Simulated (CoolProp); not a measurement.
Properties of R13 along the isotherm 450 K (Tc = 303.0 K, pc = 3.973 MPa, ω = 0.175).

The numbers come from the reference Helmholtz-energy equation of state, Platzer 1990 in CoolProp. This equation is an older, rougher fit.

| p (MPa) | phase | Joule-Thomson coefficient (K/MPa) | isothermal compressibility (1/MPa) | conductivity (mW/(m K)) | Prandtl number |
|---|---|---|---|---|---|
| 0.00628 | gas | 3.876 | 159.3 | 22.5 | 0.715 |
| 0.00922 | gas | 3.876 | 108.5 | 22.5 | 0.715 |
| 0.0135 | gas | 3.876 | 74.09 | 22.5 | 0.715 |
| 0.0199 | gas | 3.877 | 50.27 | 22.5 | 0.715 |
| 0.0292 | gas | 3.877 | 34.27 | 22.5 | 0.715 |
| 0.0428 | gas | 3.878 | 23.38 | 22.6 | 0.715 |
| 0.0628 | gas | 3.878 | 15.94 | 22.6 | 0.714 |
| 0.0922 | gas | 3.879 | 10.87 | 22.6 | 0.714 |
| 0.135 | gas | 3.881 | 7.428 | 22.6 | 0.714 |
| 0.199 | gas | 3.883 | 5.045 | 22.7 | ___ |
| 0.292 | gas | 3.886 | 3.445 | 22.8 | 0.712 |
| 0.428 | gas | 3.891 | 2.357 | ___ | 0.711 |
| 0.628 | gas | ___ | 1.613 | 23.1 | ___ |
| 0.922 | gas | 3.904 | 1.105 | 23.4 | ___ |
| 1.35 | gas | 3.912 | ___ | 23.8 | 0.706 |
| 1.99 | gas | ___ | 0.5231 | ___ | 0.705 |

### Question
What belongs in the gaps?

### Answer

- 0.199, Prandtl number: 0.713
- 0.428, conductivity (mW/(m K)): 22.9
- 0.628, Joule-Thomson coefficient (K/MPa): 3.897
- 0.628, Prandtl number: 0.709
- 0.922, Prandtl number: 0.707
- 1.35, isothermal compressibility (1/MPa): 0.7613
- 1.99, Joule-Thomson coefficient (K/MPa): 3.919
- 1.99, conductivity (mW/(m K)): 24.5

Viscosity comes from a separate model (Huber 2003), an estimate that may be off by 10 % or more. Thermal conductivity comes from a separate model (Huber 2003), an estimate that may be off by 10 % or more.
